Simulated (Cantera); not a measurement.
An isothermal, constant-pressure homogeneous reactor starts with 0.182 % CO, 1.73 % O2, 2.21 % H2O, 95.9 % N2, at 1375 K and 170000 Pa.

Computed with Cantera and GRI-Mech 3.0 (53 species, 325 reactions).

x: mole fraction; the columns are a selection and need not sum to one.

```json
[
 {"t (s)": "2.00e-5", "x CO": "0.00182", "x O2": "0.0173", "x H2O": "0.0221", "x OH": "4.15e-10", "x N2O": "<1e-12"},
 {"t (s)": "8.13e-5", "x CO": "0.00182", "x O2": "0.0173", "x H2O": "0.0221", "x OH": "3.36e-9", "x N2O": "<1e-12"},
 {"t (s)": "0.000330", "x CO": "0.00182", "x O2": "0.0173", "x H2O": "0.0221", "x OH": "5.57e-8", "x N2O": "5.01e-12"},
 {"t (s)": "0.00134", "x CO": "0.00172", "x O2": "0.0172", "x H2O": "0.0220", "x OH": "6.61e-5", "x N2O": "1.00e-8"},
 {"t (s)": "0.00546", "x CO": "0.000145", "x O2": "0.0164", "x H2O": "0.0220", "x OH": "7.95e-5", "x N2O": "4.18e-7"},
 {"t (s)": "0.0222", "x CO": "6.43e-6", "x O2": "0.0164", "x H2O": "0.0221", "x OH": "2.23e-5", "x N2O": "4.92e-7"},
 {"t (s)": "0.0902", "x CO": "…", "x O2": "0.0164", "x H2O": "0.0221", "x OH": "…", "x N2O": "…"},
 {"t (s)": "0.366", "x CO": "7.38e-9", "x O2": "0.0164", "x H2O": "0.0221", "x OH": "5.30e-6", "x N2O": "4.00e-8"},
 {"t (s)": "1.49", "x CO": "6.96e-9", "x O2": "0.0164", "x H2O": "0.0221", "x OH": "5.21e-6", "x N2O": "1.79e-8"},
 {"t (s)": "6.05", "x CO": "6.96e-9", "x O2": "0.0164", "x H2O": "0.0221", "x OH": "5.21e-6", "x N2O": "1.79e-8"},
 {"t (s)": "24.6", "x CO": "6.96e-9", "x O2": "0.0164", "x H2O": "0.0221", "x OH": "5.21e-6", "x N2O": "1.79e-8"},
 {"t (s)": "100", "x CO": "6.96e-9", "x O2": "0.0164", "x H2O": "0.0221", "x OH": "5.21e-6", "x N2O": "1.79e-8"}
]
```

**Question.** Complete the blanks.

**Answer.** 
- 0.0902, x CO: 1.40e-7
- 0.0902, x OH: 8.02e-6
- 0.0902, x N2O: 2.96e-7
